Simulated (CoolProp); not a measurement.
Computed with CoolProp (reference Helmholtz-energy equation of state, Fiedler 2023).

Problem. For tetrahydrofuran, give the phase and the cv (kJ/(kg K)), speed of sound (m/s), Joule-Thomson coefficient (K/MPa) at 353.2 K and 3860 kPa; 547.7 K and 3860 kPa.

Solution. 
- 353.2 K and 3860 kPa: liquid; cv 1.39, speed of sound 1050, Joule-Thomson coefficient -0.316
- 547.7 K and 3860 kPa: gas; cv 1.96, speed of sound 186, Joule-Thomson coefficient 10.5
